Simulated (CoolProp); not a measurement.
A simple Rankine cycle with R141b: condensing at 325.15 K, boiler at 1.34 MPa, turbine inlet 499 K, turbine efficiency 0.8, pump efficiency 0.8, no recuperator. Each further row changes one setting.

Model: reference Helmholtz-energy equation of state, Lemmon 2006, in CoolProp. It is a short technical equation, of lower accuracy than the large ones.

| case | thermal efficiency (%) | net work (kJ/kg) | heat in (kJ/kg) | turbine exit temperature (K) | volume ratio over the turbine |
|---|---|---|---|---|---|
| as stated | 12.9 | 46.9 | 362 | 439.3 | 6.58 |
| condensing temperature 317.15 K | 14.2 | 52.7 | 371 | 432.6 | 8.35 |
| boiler pressure 0.938 MPa | 10.8 | 39.6 | 366 | 451.4 | 4.59 |
| turbine efficiency 0.7 | 11.3 | 40.8 | 362 | 445.7 | 6.68 |
